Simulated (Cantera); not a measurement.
Cantera run, input and output.

```python
import numpy as np
import cantera as ct

gas = ct.Solution("gri30.yaml")
gas.TPX = 2525, 13332, {'CH4': 0.025, 'H2': 1, 'H': 0.058}
reactor = ct.IdealGasConstPressureReactor(gas, energy="off", clone=False)
net = ct.ReactorNet([reactor])
net.rtol, net.atol = 1e-08, 1e-18
show = ['CH4', 'H2', 'H', 'C2H6', 'CH3', 'C2H2']
times = np.geomspace(0.0002, 100, 11)

steps = ct.SolutionArray(gas, extra=["t"])
rows = []
print(f"{'t/s':>10s}{'T/K':>9s}{'P/Pa':>11s}" + "".join(f"{s:>11s}" for s in show))
for t in times:
    while net.time < t:
        t_next = net.step()
        steps.append(gas.state, t=t_next)
    rows.append([np.interp(t, steps.t, y) for y in (steps.T, steps.P, *steps(*show).X.T)])
    print(f"{t:10.3e}{rows[-1][0]:9.1f}{rows[-1][1]:11.4g}" + "".join(f"{x:11.3e}" for x in rows[-1][2:]))
rate = np.gradient(steps.T, steps.t)
print("integrator steps:", len(steps.t))
if steps.T.max() > steps.T[0] + 200:
    print(f"time of steepest temperature rise: {steps.t[rate.argmax()]:.4e} s")
gas.TPX = 2525, 13332, {'CH4': 0.025, 'H2': 1, 'H': 0.058}
gas.equilibrate("TP")
print(f"equilibrium (TP): T = {gas.T:.1f} K  " + "  ".join(f"{s} {gas[s].X[0]:.3e}" for s in show))
```

It prints:

```
       t/s      T/K       P/Pa        CH4         H2          H       C2H6        CH3       C2H2
 2.000e-04   2525.0  1.333e+04  2.736e-03  9.474e-01  3.875e-02  1.559e-07  1.991e-03  8.912e-03
 7.429e-04   2525.0  1.333e+04  6.105e-04  9.442e-01  4.392e-02  8.635e-09  5.068e-04  1.071e-02
 2.759e-03   2525.0  1.333e+04  1.018e-04  9.357e-01  5.294e-02  2.800e-10  1.027e-04  1.112e-02
 1.025e-02   2525.0  1.333e+04  2.229e-05  9.223e-01  6.650e-02  1.681e-11  2.859e-05  1.111e-02
 3.807e-02   2525.0  1.333e+04  1.597e-05  9.150e-01  7.382e-02  9.565e-12  2.289e-05  1.107e-02
 1.414e-01   2525.0  1.333e+04  1.588e-05  9.148e-01  7.399e-02  9.483e-12  2.282e-05  1.106e-02
 5.253e-01   2525.0  1.333e+04  1.588e-05  9.148e-01  7.399e-02  9.483e-12  2.282e-05  1.106e-02
 1.951e+00   2525.0  1.333e+04  1.588e-05  9.148e-01  7.399e-02  9.483e-12  2.282e-05  1.106e-02
 7.248e+00   2525.0  1.333e+04  1.588e-05  9.148e-01  7.399e-02  9.483e-12  2.282e-05  1.106e-02
 2.692e+01   2525.0  1.333e+04  1.588e-05  9.148e-01  7.399e-02  9.483e-12  2.282e-05  1.106e-02
 1.000e+02   2525.0  1.333e+04  1.588e-05  9.148e-01  7.399e-02  9.483e-12  2.282e-05  1.106e-02
integrator steps: 1236
equilibrium (TP): T = 2525.0 K  CH4 1.609e-05  H2 9.148e-01  H 7.399e-02  C2H6 9.712e-12  CH3 2.312e-05  C2H2 1.106e-02
```

Computed with Cantera and GRI-Mech 3.0 (53 species, 325 reactions). GRI-Mech 3.0 stops at C3 and has no aromatics, soot or wall deposition, so with more carbon than oxygen in the feed, carbon stays in small species such as C2H2 where larger ones or solid carbon would form.
